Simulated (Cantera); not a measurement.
Charge: 1 mol Si₂Cl₆, 0.028 mol Cl₂, 420 mol H₂, equilibrated at 0.0390 bar.

Equilibrium computed with Cantera from the NASA thermochemical tables; the gas is ideal and each condensed phase is pure. Candidate condensed phases: Si; 19 gas species. The feed counts by its element totals alone. The tables' values for SiCl₃ are old estimates; treat these amounts as uncertain. Equilibrium is a limit: real reactors are often held back by kinetics, nucleation or transport.

x: gas mole fraction; n: condensed amount in mol.

```csv
T (K),x H₂,x HCl,x SiCl₄,x SiHCl₃,n Si(s)
900,0.993,0.00378,0.00165,[?],0.729
950,0.992,0.00583,0.00128,[?],0.963
1000,0.990,0.00822,0.000849,[?],1.23
1050,0.988,0.0105,0.000449,[?],1.49
1100,0.987,0.0121,0.000183,[?],1.66
1150,0.987,0.0129,6.23e-5,[?],1.75
1200,0.986,0.0132,2.02e-5,[?],1.78
1250,0.986,0.0133,6.78e-6,[?],1.79
1300,0.986,0.0133,2.43e-6,[?],1.79
1350,0.986,0.0133,9.31e-7,[?],1.78
1400,0.986,0.0132,3.81e-7,[?],1.77
1450,0.986,0.0132,1.66e-7,[?],1.77
1500,0.986,0.0132,7.63e-8,[?],1.76
1550,0.986,0.0131,3.69e-8,[?],1.75
```

**Question.** What belongs in the gaps?

**Answer.** 
- 900, x SiHCl₃: 0.00123
- 950, x SiHCl₃: 0.000998
- 1000, x SiHCl₃: 0.000721
- 1050, x SiHCl₃: 0.000439
- 1100, x SiHCl₃: 0.000221
- 1150, x SiHCl₃: 9.70e-5
- 1200, x SiHCl₃: 4.12e-5
- 1250, x SiHCl₃: 1.79e-5
- 1300, x SiHCl₃: 8.22e-6
- 1350, x SiHCl₃: 3.96e-6
- 1400, x SiHCl₃: 2.01e-6
- 1450, x SiHCl₃: 1.07e-6
- 1500, x SiHCl₃: 5.92e-7
- 1550, x SiHCl₃: 3.41e-7
